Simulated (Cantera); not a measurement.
# Stirred combustor or abatement burner

A perfectly stirred reactor is fed with 1.67 % CH₄, 2.50 % C₂H₆, 19.5 % O₂, 73.3 % N₂, 3.00 % H₂O, at 0.987 atm; it is adiabatic with a 300 K inlet, and is followed from long to short residence time, starting on the burning branch (τ in s: 0.022, 0.013, 0.0073, 0.0042, 0.0024, 0.0014, 0.0008, 0.00046, 0.00026, 0.00015, 8.7e-05, 5e-05, 2.9e-05).

Computed with Cantera and GRI-Mech 3.0 (53 species, 325 reactions).

```json
[
 {"τ (s)": "0.022", "T (K)": "1664", "x CH₄": "1.04e-5", "x C₂H₆": "3.98e-6", "x O₂": "0.0734", "x C₂H": "2.44e-9", "x HO₂": "5.33e-6", "x NO₂": "1.26e-8", "x NO": "6.09e-6"},
 {"τ (s)": "0.013", "T (K)": "1658", "x CH₄": "1.48e-5", "x C₂H₆": "5.66e-6", "x O₂": "0.0736", "x C₂H": "3.00e-9", "x HO₂": "7.18e-6", "x NO₂": "1.02e-8", "x NO": "5.44e-6"},
 {"τ (s)": "0.0073", "T (K)": "1648", "x CH₄": "2.21e-5", "x C₂H₆": "8.39e-6", "x O₂": "0.0739", "x C₂H": "3.59e-9", "x HO₂": "9.85e-6", "x NO₂": "8.14e-9", "x NO": "4.82e-6"},
 {"τ (s)": "0.0042", "T (K)": "1636", "x CH₄": "3.29e-5", "x C₂H₆": "1.24e-5", "x O₂": "0.0743", "x C₂H": "4.07e-9", "x HO₂": "1.32e-5", "x NO₂": "6.60e-9", "x NO": "4.35e-6"},
 {"τ (s)": "0.0024", "T (K)": "1619", "x CH₄": "5.06e-5", "x C₂H₆": "1.88e-5", "x O₂": "0.0750", "x C₂H": "4.39e-9", "x HO₂": "1.77e-5", "x NO₂": "5.43e-9", "x NO": "3.95e-6"},
 {"τ (s)": "0.0014", "T (K)": "1596", "x CH₄": "7.99e-5", "x C₂H₆": "2.90e-5", "x O₂": "0.0761", "x C₂H": "4.50e-9", "x HO₂": "2.35e-5", "x NO₂": "4.50e-9", "x NO": "3.52e-6"},
 {"τ (s)": "0.00080", "T (K)": "1562", "x CH₄": "0.000139", "x C₂H₆": "4.90e-5", "x O₂": "0.0781", "x C₂H": "4.39e-9", "x HO₂": "3.23e-5", "x NO₂": "3.59e-9", "x NO": "2.87e-6"},
 {"τ (s)": "0.00046", "T (K)": "1506", "x CH₄": "0.000300", "x C₂H₆": "0.000101", "x O₂": "0.0821", "x C₂H": "4.06e-9", "x HO₂": "4.97e-5", "x NO₂": "2.57e-9", "x NO": "1.75e-6"},
 {"τ (s)": "0.00026", "T (K)": "300", "x CH₄": "0.0167", "x C₂H₆": "0.0250", "x O₂": "0.195", "x C₂H": "<1e-12", "x HO₂": "<1e-12", "x NO₂": "<1e-12", "x NO": "<1e-12"},
 {"τ (s)": "0.00015", "T (K)": "300", "x CH₄": "0.0167", "x C₂H₆": "0.0250", "x O₂": "0.195", "x C₂H": "<1e-12", "x HO₂": "<1e-12", "x NO₂": "<1e-12", "x NO": "<1e-12"},
 {"τ (s)": "8.7e-5", "T (K)": "300", "x CH₄": "0.0167", "x C₂H₆": "0.0250", "x O₂": "0.195", "x C₂H": "<1e-12", "x HO₂": "<1e-12", "x NO₂": "<1e-12", "x NO": "<1e-12"},
 {"τ (s)": "5.0e-5", "T (K)": "300", "x CH₄": "0.0167", "x C₂H₆": "0.0250", "x O₂": "0.195", "x C₂H": "<1e-12", "x HO₂": "<1e-12", "x NO₂": "<1e-12", "x NO": "<1e-12"},
 {"τ (s)": "2.9e-5", "T (K)": "300", "x CH₄": "0.0167", "x C₂H₆": "0.0250", "x O₂": "0.195", "x C₂H": "<1e-12", "x HO₂": "<1e-12", "x NO₂": "<1e-12", "x NO": "<1e-12"}
]
```
x: mole fraction; the columns are a selection and need not sum to one.
